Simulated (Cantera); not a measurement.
A perfectly stirred reactor is fed with 13.8 % H2, 86.2 % O2, at 2.03 Torr; it is held at 1450 K, and followed from long to short residence time.

Detailed kinetics in Cantera: GRI-Mech 3.0 (53 species, 325 reactions). Radical loss at walls, strong at low pressure, is not modelled. The temperature is held fixed by assumption; the heat of reaction is taken as removed at once.

Problem. Predict: x(H2) at τ = 0.680 s; x(O2) at τ = 0.680 s; x(H) at τ = 0.680 s; x(HO2) at τ = 0.680 s; x(H2O2) at τ = 0.680 s; x(H2) at τ = 46.0 ms; x(O2) at τ = 46.0 ms; x(H) at τ = 46.0 ms; x(HO2) at τ = 46.0 ms; x(H2O2) at τ = 46.0 ms.

Solution. 
| Item | Result |
|---|---|
| x(H2) at τ = 0.680 s | 0.00351 |
| x(O2) at τ = 0.680 s | 0.798 |
| x(H) at τ = 0.680 s | 0.0142 |
| x(HO2) at τ = 0.680 s | 7.57e-7 |
| x(H2O2) at τ = 0.680 s | 2.48e-8 |
| x(H2) at τ = 46.0 ms | 0.00601 |
| x(O2) at τ = 46.0 ms | 0.766 |
| x(H) at τ = 46.0 ms | 0.0290 |
| x(HO2) at τ = 46.0 ms | 7.77e-7 |
| x(H2O2) at τ = 46.0 ms | 2.60e-8 |
